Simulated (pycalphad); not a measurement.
## Effect of Si content in Cu-Si

Source of the numbers: pycalphad with the COST 507 light-alloy database (1999); pressure 1 atm. The database dates from 1999; later assessments differ in places, in temperatures and in the compounds included. Amounts are mole fractions of atoms.

```
alloy              liquidus (°C)   first solid  solidus (°C)                        phases at 717 °C
-----------------  -------------  ------------  ------------  --------------------------------------
Cu-9.145Si (wt.%)            820           bcc           816  CU33SI7_DELTA 0.58, CU4SI_EPSILON 0.42
Cu-35.67Si (wt.%)           1114  diamond (Si)           800     CU19SI6_ETA 0.58, diamond (Si) 0.42
Cu-55.97Si (wt.%)           1251  diamond (Si)           800     diamond (Si) 0.66, CU19SI6_ETA 0.34
```

Database names, with the compositions (at.%) that they take in these runs: CU33SI7_DELTA: Cu 82 Si 18; CU4SI_EPSILON: Cu 80 Si 20; CU19SI6_ETA: Cu 76 Si 24.
